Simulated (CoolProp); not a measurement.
Vapour-liquid equilibrium of n-octane (1) + m-xylene (2) at 0.00339 MPa; x and y are mole fractions of (1).

Model: multi-fluid Helmholtz-energy mixture model, Beckmüller 2019 and Zhou 2012; pair parameters Bell 2016, in CoolProp.

### Question
Give the bubble temperature and the first vapour's composition at x = 0.125, 0.35, 0.5. Is there an azeotrope?

### Answer
x = 0.125: 317.0 K, y = 0.204; x = 0.35: 314.2 K, y = 0.478; x = 0.5: 312.8 K, y = 0.621. No azeotrope shows between x = 0.05 and 0.95.

The pair parameters rest on a limited set of measurements; away from them the model extrapolates.
